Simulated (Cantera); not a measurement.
An isothermal, constant-pressure homogeneous reactor starts with CH4 : H2 : O2 : N2 = 0.0023 : 1 : 0.0019 : 0.023 (molar parts), at 2725 K and 1100 Pa.

Model: GRI-Mech 3.0 (53 species, 325 reactions), integrated in Cantera. Radical loss at walls, strong at low pressure, is not modelled.

x: mole fraction; the columns are a selection and need not sum to one.

| t (s) | x CH4 | x H2 | x O2 | x C2H4 | x C2H | x C2H2 |
|---|---|---|---|---|---|---|
| 7.00e-5 | 0.00217 | 0.973 | 0.00182 | 6.74e-9 | <1e-12 | [?] |
| 0.000406 | 0.00203 | 0.968 | 0.00136 | 1.27e-7 | 1.73e-10 | [?] |
| 0.00236 | 0.00148 | 0.950 | 4.74e-7 | 1.26e-6 | 1.26e-7 | [?] |
| 0.0137 | 0.000202 | 0.914 | 3.35e-9 | 2.66e-7 | 5.25e-6 | [?] |
| 0.0794 | 8.57e-6 | 0.841 | 6.18e-9 | 8.31e-9 | 3.28e-6 | [?] |
| 0.461 | <1e-12 | 0.640 | 3.04e-8 | <1e-12 | <1e-12 | <1e-12 |
| 2.67 | <1e-12 | 0.540 | 6.04e-8 | <1e-12 | <1e-12 | <1e-12 |
| 15.5 | <1e-12 | 0.539 | 6.05e-8 | <1e-12 | <1e-12 | <1e-12 |
| 90.0 | <1e-12 | 0.539 | 6.05e-8 | <1e-12 | <1e-12 | <1e-12 |

Q: What belongs in the gaps?

A: 
- 7.00e-5, x C2H2: 2.41e-9
- 0.000406, x C2H2: 3.23e-7
- 0.00236, x C2H2: 4.98e-5
- 0.0137, x C2H2: 0.000727
- 0.0794, x C2H2: 0.000186
